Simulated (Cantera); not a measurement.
A perfectly stirred reactor is fed with 13.3 % CH₄, 3.18 % CO, 17.5 % O₂, 66.0 % N₂, equivalence ratio 1.6, at 1.01 bar; it is adiabatic with a 775 K inlet, and is followed from long to short residence time, starting on the burning branch (τ in s: 0.11, 0.042, 0.016, 0.0063, 0.0024, 0.00094, 0.00036, 0.00014, 5.5e-05, 2.1e-05, 8.3e-06, 3.2e-06).

Cantera simulation using GRI-Mech 3.0 (53 species, 325 reactions); the numbers are that mechanism's predictions, not measurements.

Predict: blow-out, bracketed by the residence times tried; x(CH₄) at τ = 0.110 s; x(CO) at τ = 0.110 s; x(O₂) at τ = 0.110 s; x(HO₂) at τ = 0.110 s; x(CO₂) at τ = 0.110 s; x(CH₄) at τ = 0.360 ms; x(CO) at τ = 0.360 ms; x(O₂) at τ = 0.360 ms; x(HO₂) at τ = 0.360 ms; x(CO₂) at τ = 0.360 ms.


* **blow-out, bracketed by the residence times tried**: burning at 0.140 ms, out at 55.0 µs
* **x(CH₄) at τ = 0.110 s**: 5.15e-5
* **x(CO) at τ = 0.110 s**: 0.111
* **x(O₂) at τ = 0.110 s**: 4.63e-5
* **x(HO₂) at τ = 0.110 s**: 1.17e-8
* **x(CO₂) at τ = 0.110 s**: 0.0400
* **x(CH₄) at τ = 0.360 ms**: 0.00223
* **x(CO) at τ = 0.360 ms**: 0.108
* **x(O₂) at τ = 0.360 ms**: 0.00522
* **x(HO₂) at τ = 0.360 ms**: 2.04e-6
* **x(CO₂) at τ = 0.360 ms**: 0.0364
